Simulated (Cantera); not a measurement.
A closed system holds: 1 mol c-C₄F₈, 0.56 mol HCl, 2.2 mol H₂, equilibrated at 8.25 Torr.

Cantera equilibrium calculation (NASA polynomials, part measured and part estimated; ideal gas, pure solids and liquids). Candidate condensed phases: C, C₆H₆, C₇H₈, C₈H₁₈; 118 gas species. The feed counts by its element totals alone. Gases not in the tables: C₂F₆ and larger saturated fluorocarbons. Equilibrium is a limit: real reactors are often held back by kinetics, nucleation or transport.

Which condensed phases are stable at each of these points (T (K)): 1225, 1425, 1625, 1825, 2025, 2225, 2425, 2625, 2825, 3025, 3225?


```
T (K)  condensed phases  C condensed (%)
-----  ----------------  ---------------
1225        C(graphite)             78.1
1425        C(graphite)             79.2
1625        C(graphite)             80.3
1825        C(graphite)             80.3
2025        C(graphite)             78.6
2225        C(graphite)             76.1
2425        C(graphite)             81.5
2625        C(graphite)             88.6
2825        C(graphite)             88.6
3025        C(graphite)             60.2
3225           gas only              0.0
```

From 1225 K to 3025 K the condensed part is C(graphite). At 3225 K nothing is condensed.
